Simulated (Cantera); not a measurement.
Input: 1 mol SiH₄, 2.9 mol HCl, 990 mol H₂, equilibrated at 1448 K and 1 atm.

Method: chemical equilibrium by Gibbs-energy minimisation in Cantera with the NASA 1993 tables (ideal gas, pure condensed phases). Candidate condensed phases: Si; 19 gas species. The numbers say what is thermodynamically allowed, not how fast it happens.

Base state: H₂ 0.997, HCl 0.00286, SiCl₂ 2.52e-5 (mole fractions); condensed: Si(s).

Task: What changes in the equilibrium state with this change: H₂ from 990 to 64 mol?

Result: 
| species | before | after |
|---|---|---|
| H₂ | 0.997 | 0.963 |
| HCl | 0.00286 | 0.0321 |
| SiCl₂ | 2.52e-5 | 0.00330 |
| SiCl₄ | 9.56e-9 | 0.000163 |
| SiCl₃ | 2.56e-7 | 0.000383 |
| SiHCl₃ | 2.85e-7 | 0.000419 |
| Si(s), mol | 0.970 | 0.694 |
The tables' values for SiCl₃ are old estimates; treat these amounts as uncertain.
